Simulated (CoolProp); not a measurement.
A single-stage vapour-compression cycle with the fluid: evaporating at 279.15 K (dew point), condensing at 310.15 K (bubble point), superheat 2 K, subcooling 5 K, compressor efficiency 0.65, no pressure losses. The same conditions are run with several fluids, on thermodynamics alone (safety and materials aside).

The numbers come from the reference Helmholtz-energy equation of state of each fluid (R410A: Lemmon 2003; n-perfluorobutane: Gao 2022; sulfur dioxide: Gao 2016; R115: Lemmon 2016; R404A: Lemmon 2003; ammonia: Gao 2020) in CoolProp. Blends and air are pseudo-pure fits.

```
fluid              cooling COP  pressure ratio  discharge temperature (K)  refrigerating effect (kJ/kg)  volumetric capacity (kJ/m³)
-----------------  -----------  --------------  -------------------------  ----------------------------  ---------------------------
R410A                     4.87            2.34                      335.3                           174                         6330
n-perfluorobutane   (withheld)      (withheld)                      310.1                          67.1                         1000
sulfur dioxide            5.31            2.91                      382.5                           340                         1920
R115                (withheld)            2.30                 (withheld)                          78.7                         3190
R404A                     4.77      (withheld)                      323.3                           124                         4490
ammonia                   5.24            2.67                      380.2                          1120                         4730
```

What belongs in the gaps?


- n-perfluorobutane, cooling COP: 4.83
- n-perfluorobutane, pressure ratio: 2.79
- R115, cooling COP: 4.81
- R115, discharge temperature (K): 313.9
- R404A, pressure ratio: 2.35

The compression ends wet for: n-perfluorobutane.
